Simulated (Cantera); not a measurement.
An isothermal, constant-pressure homogeneous reactor starts with 21.7 % NH3, 78.3 % H2, at 1850 K and 0.0385 atm.

Model: the gas-phase N/H chemistry of the illustrative SiF4/NH3 mechanism in the Surface Chemkin manual (1991), integrated in Cantera. Walls and surfaces, which speed up NH3 decomposition in real reactors, are not modelled.

x: mole fraction; the columns are a selection and need not sum to one.

```
t (s)       x NH3   x H2      x N2       x N    x N2H2       x H
--------  -------  -----  --------  --------  --------  --------
5.00e-5     0.217  0.783    <1e-12    <1e-12    <1e-12       [?]
0.000126    0.217  0.783  1.79e-12    <1e-12  8.06e-12       [?]
0.000316    0.217  0.783  8.48e-11  1.44e-12  7.07e-11       [?]
0.000793    0.217  0.783   2.63e-9  2.48e-11  5.32e-10       [?]
0.00199     0.217  0.783   6.04e-8  4.03e-10   3.87e-9       [?]
0.00501     0.217  0.783   1.27e-6   6.29e-9   2.98e-8       [?]
0.0126      0.217  0.782   2.73e-5   8.05e-8   2.25e-7       [?]
0.0316      0.216  0.783  0.000339   2.88e-7   6.51e-7  0.000321
0.0795      0.214  0.784   0.00144   3.08e-7   6.78e-7  0.000330
0.200       0.207  0.788   0.00415   3.08e-7   6.52e-7  0.000335
0.502       0.192  0.797    0.0105   3.09e-7   5.90e-7  0.000348
1.26        0.159  0.817    0.0240   3.09e-7   4.65e-7       [?]
3.17        0.102  0.850    0.0472   3.08e-7   2.69e-7       [?]
7.96       0.0387  0.887    0.0733   3.01e-7   8.32e-8       [?]
20.0      0.00388  0.907    0.0876   3.30e-7   6.32e-9       [?]
```

Task: What belongs in the gaps?

Result: 
- 5.00e-5, x H: 8.83e-7
- 0.000126, x H: 2.23e-6
- 0.000316, x H: 5.60e-6
- 0.000793, x H: 1.41e-5
- 0.00199, x H: 3.53e-5
- 0.00501, x H: 8.82e-5
- 0.0126, x H: 0.000208
- 1.26, x H: 0.000378
- 3.17, x H: 0.000453
- 7.96, x H: 0.000645
- 20.0, x H: 0.00145
